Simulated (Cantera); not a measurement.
Input: 1 mol Si, 2.8 mol HCl, 0.28 mol N2, 8.4 mol F2, at 1050 °C and 2000 Pa.

Cantera equilibrium calculation (NASA polynomials, part measured and part estimated; ideal gas, pure solids and liquids). Candidate condensed phases: NH4Cl, Si, Si3N4; 49 gas species. Rates play no part.

Base state: F 0.507, HF 0.199, ClF 0.197, SiF4 0.0712, N2 0.0199, F2 0.00412, Cl 0.00192, Cl2 0.000318 (mole fractions); condensed: gas only.

### Question
What changes in the equilibrium state with this change: pressure from 2000 Pa to 100000 Pa?

### Answer
| species | before | after |
|---|---|---|
| F | 0.507 | 0.358 |
| HF | 0.199 | 0.219 |
| ClF | 0.197 | 0.219 |
| F2 | 0.00412 | 0.103 |
| SiF4 | 0.0712 | 0.0783 |
| N2 | 0.0199 | 0.0219 |
| NF3 | 7.13e-9 | 4.66e-5 |
| ClF3 | 2.54e-8 | 3.53e-5 |
| Cl | 0.00192 | 6.04e-5 |
